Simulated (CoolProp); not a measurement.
Model: reference Helmholtz-energy equation of state, de Reuck 1993, in CoolProp.

### Question
Give the vapour pressure (MPa), vapour Z, surface tension (mN/m) of saturated methanol at -24.75, -17.35, -14.95 °C.

### Answer
| T (°C) | p (MPa) | vapour Z | surface tension (mN/m) |
|---|---|---|---|
| -24.75 | 0.000716 | 0.993 | 26.5 |
| -17.35 | 0.00125 | 0.992 | 25.8 |
| -14.95 | 0.00149 | 0.991 | 25.6 |

Surface tension comes from a separate correlation (Mulero 2012).
